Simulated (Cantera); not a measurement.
Reactions in the system C-N-O-Ta

Source: NASA polynomial tables (part measured, part estimated), evaluated in Cantera. Values are per mole of reaction as written; species without (g) are pure solids or liquids, kept so even where they would boil at 1 bar. TaC: taken at fixed stoichiometry.

TaC + 4 NO(g) = 4 N(g) + TaO2(g) + CO2(g)

```json
[
 {"T (K)": "1150", "ΔH° (kJ)": "1083.0", "ΔS° (J/K)": "234.7", "ΔG° (kJ)": "813.1", "log10 K": "-36.93"},
 {"T (K)": "1200", "ΔH° (kJ)": "1083.2", "ΔS° (J/K)": "234.9", "ΔG° (kJ)": "801.3", "log10 K": "-34.88"},
 {"T (K)": "1250", "ΔH° (kJ)": "1083.4", "ΔS° (J/K)": "235.0", "ΔG° (kJ)": "789.6", "log10 K": "-32.99"},
 {"T (K)": "1300", "ΔH° (kJ)": "1083.5", "ΔS° (J/K)": "235.1", "ΔG° (kJ)": "777.8", "log10 K": "-31.25"},
 {"T (K)": "1350", "ΔH° (kJ)": "1083.6", "ΔS° (J/K)": "235.2", "ΔG° (kJ)": "766.1", "log10 K": "-29.64"},
 {"T (K)": "1400", "ΔH° (kJ)": "1083.7", "ΔS° (J/K)": "235.3", "ΔG° (kJ)": "754.3", "log10 K": "-28.14"}
]
```
